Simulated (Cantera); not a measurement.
A perfectly stirred reactor is fed with 1.92 % C2H6, 98.1 % N2, at 0.133 bar; it is held at 1275 K, and followed from long to short residence time.

Model: GRI-Mech 3.0 (53 species, 325 reactions), integrated in Cantera. GRI-Mech 3.0 stops at C3 and has no aromatics, soot or wall deposition, so with more carbon than oxygen in the feed, carbon stays in small species such as C2H2 where larger ones or solid carbon would form.

x: mole fraction; the columns are a selection and need not sum to one.

```csv
τ (s),x C2H6,x CH3,x HCN,x CH4,x C2H2
2.4,0.000214,(withheld),4.13e-9,0.00317,0.0152
1.1,0.000389,(withheld),4.03e-9,0.00331,0.0140
0.51,0.000717,(withheld),3.90e-9,0.00343,0.0123
0.23,0.00138,(withheld),3.79e-9,0.00343,0.00974
0.11,0.00257,(withheld),3.68e-9,0.00319,0.00682
0.049,0.00501,(withheld),3.44e-9,0.00255,0.00364
0.023,0.00866,(withheld),3.00e-9,0.00167,0.00149
0.010,0.0132,0.000105,2.43e-9,0.000808,0.000381
0.0048,0.0161,0.000107,1.90e-9,0.000361,8.76e-5
0.0022,0.0179,(withheld),1.23e-9,0.000134,1.41e-5
0.0010,0.0188,(withheld),5.08e-10,4.12e-5,1.48e-6
```

Question: Complete the blanks.

Answer: 
- 2.4, x CH3: 1.25e-5
- 1.1, x CH3: 1.70e-5
- 0.51, x CH3: 2.33e-5
- 0.23, x CH3: 3.29e-5
- 0.11, x CH3: 4.59e-5
- 0.049, x CH3: 6.59e-5
- 0.023, x CH3: 8.74e-5
- 0.0022, x CH3: 9.32e-5
- 0.0010, x CH3: 6.56e-5
